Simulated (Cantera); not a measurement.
What does this Cantera script print?

```python
import numpy as np
import cantera as ct

surf = ct.Interface("ptcombust.yaml", "Pt_surf")
gas = surf.adjacent["gas"]
gas.TPX = 300, 4700, {'CH4': 0.011, 'O2': 0.067, 'N2': 0.79}
jet = ct.ImpingingJet(gas=gas, width=0.025, surface=surf)
jet.inlet.mdot, jet.inlet.T, jet.inlet.X = 0.11, 300, {'CH4': 0.011, 'O2': 0.067, 'N2': 0.79}
jet.set_refine_criteria(ratio=10, slope=0.2, curve=0.3)
show, cover = ['CH4', 'O2', 'H2O', 'OH', 'CO', 'CO2'], ["PT(S)", "H(S)", "O(S)", "OH(S)", "CO(S)", "C(S)"]

rows = []
print(f"{'Ts/K':>7s}" + "".join(f"{s:>11s}" for s in show + cover) + "   (gas at the wall, coverages)")
for i, Ts in enumerate([950, 1000, 1050, 1100, 1150, 1200, 1250]):
    jet.surface.T = Ts
    if i == 0:
        surf.TP = Ts, 4700
        surf.coverages = "PT(S):0.5, O(S):0.5"
        surf.advance_coverages(1.0)
        jet.set_initial_guess(products="inlet")
    jet.solve(loglevel=0, auto=(i == 0))
    rows.append([*(jet.X[gas.species_index(s), -1] for s in show), *surf[cover].coverages])
    print(f"{Ts:7g}" + "".join(f"{x:11.3e}" for x in rows[-1]))
```

Result:

```
   Ts/K        CH4         O2        H2O         OH         CO        CO2      PT(S)       H(S)       O(S)      OH(S)      CO(S)       C(S)   (gas at the wall, coverages)
    950  8.923e-03  6.924e-02  6.973e-03  5.659e-08  5.410e-06  4.567e-03  3.299e-01  9.181e-08  6.697e-01  4.665e-04  3.804e-06  1.822e-08
   1000  7.676e-03  6.660e-02  9.269e-03  1.619e-07  6.365e-06  6.080e-03  4.044e-01  1.975e-07  5.951e-01  4.668e-04  2.951e-06  1.846e-08
   1050  6.579e-03  6.428e-02  1.128e-02  4.047e-07  7.366e-06  7.407e-03  4.775e-01  3.776e-07  5.221e-01  4.433e-04  2.259e-06  1.800e-08
   1100  5.673e-03  6.237e-02  1.293e-02  9.040e-07  8.512e-06  8.496e-03  5.474e-01  6.610e-07  4.521e-01  4.059e-04  1.742e-06  1.729e-08
   1150  4.956e-03  6.087e-02  1.422e-02  1.849e-06  9.918e-06  9.351e-03  6.127e-01  1.079e-06  3.870e-01  3.622e-04  1.368e-06  1.659e-08
   1200  4.396e-03  5.971e-02  1.521e-02  3.502e-06  1.171e-05  1.001e-02  6.725e-01  1.672e-06  3.272e-01  3.174e-04  1.102e-06  1.605e-08
   1250  3.963e-03  5.882e-02  1.597e-02  6.202e-06  1.406e-05  1.050e-02  7.266e-01  2.486e-06  2.732e-01  2.743e-04  9.137e-07  1.577e-08
```

Detailed kinetics in Cantera: Deutschmann's 1995 Pt surface mechanism with GRI-Mech 3.0 gas chemistry. Catalytic surfaces can have several steady states; this one follows from the mechanism file's or the stated starting coverage.
